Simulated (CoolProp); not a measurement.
Computed with CoolProp (reference Helmholtz-energy equation of state, Gao 2022).

Q: For n-perfluorohexane, give the phase and the cp (kJ/(kg K)), fugacity coefficient at 4.25 °C and 0.101 MPa; 29.25 °C and 0.101 MPa; 47.95 °C and 0.101 MPa.

A: 
- 4.25 °C and 0.101 MPa: liquid; cp 1.01, fugacity coefficient 0.107
- 29.25 °C and 0.101 MPa: liquid; cp 1.05, fugacity coefficient 0.342
- 47.95 °C and 0.101 MPa: liquid; cp 1.08, fugacity coefficient 0.695
